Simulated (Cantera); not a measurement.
**NO annealing gas**

A perfectly stirred reactor is fed with NO : N2 = 1 : 5 (molar parts), at 473 Torr; it is held at 1900 K, and followed from long to short residence time.

Model: GRI-Mech 3.0 (53 species, 325 reactions), integrated in Cantera.

| τ (s) | x NO | x N2O | x NO2 | x N2 | x O2 | x O |
|---|---|---|---|---|---|---|
| 6.0 | 0.0899 | 3.57e-6 | 6.34e-5 | 0.872 | 0.0383 | 7.56e-5 |
| 0.99 | 0.145 | 9.30e-6 | 5.74e-5 | 0.844 | 0.0105 | 4.31e-5 |
| 0.16 | 0.163 | 1.17e-5 | 3.64e-5 | 0.835 | 0.00177 | 2.51e-5 |
| 0.027 | 0.166 | 1.17e-5 | 2.83e-5 | 0.834 | 0.000272 | 1.95e-5 |
| 0.0044 | 0.167 | 9.56e-6 | 1.97e-5 | 0.833 | 2.57e-5 | 1.39e-5 |
| 0.00073 | 0.167 | 4.45e-6 | 4.80e-6 | 0.833 | 5.25e-7 | 4.09e-6 |
| 0.00012 | 0.167 | 1.04e-6 | 4.26e-7 | 0.833 | 9.92e-9 | 8.03e-7 |
x: mole fraction; the columns are a selection and need not sum to one.
